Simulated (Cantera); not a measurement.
Feed: 1 mol Si₂Cl₆, 0.098 mol HCl, 200 mol H₂, equilibrated at 1125 K.

Cantera equilibrium calculation (NASA polynomials, part measured and part estimated; ideal gas, pure solids and liquids). Candidate condensed phases: Si; 19 gas species. The feed counts by its element totals alone. Kinetics and transport are ignored.

Task: What share of the Si ends up in condensed phases as a function of P (Pa), at 100, 300, 880, 2600, 7700, 23000, 68000, 200000?

Result: 
```
P (Pa)  Si condensed (%)     as
------  ----------------  -----
100                 82.8  Si(s)
300                 81.3  Si(s)
880                 78.1  Si(s)
2600                72.6  Si(s)
7700                64.5  Si(s)
23000               54.7  Si(s)
68000               44.3  Si(s)
200000              33.8  Si(s)
```
